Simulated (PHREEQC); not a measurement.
Dissolve 1.4 mol/kgw Na2SO4, 0.018 mol/kgw NaHCO3 and 1.2 mol/kgw KBr at 80 °C. Closed to the air; pH follows from the charge balance.

The numbers come from PHREEQC with the ion-association model with all activity coefficients set to 1, phreeqc.dat.

Precipitation was switched off in this run.

Task: Estimate the pH, ionic strength, activity of water.

Result: pH 6.95; ionic strength 2.72 mol/kgw; activity of water 0.910.

Task: In which forms is C present?

Result: HCO3- 41 %, NaHCO3 36 %, CO2 11 %, NaCO3- 11 % of the C.

The ionic strength is past about 0.7 mol/kgw, beyond the range of this activity model, so the values are rough. Species that the database lacks are ignored. Constants without temperature data keep their 25 °C values here.
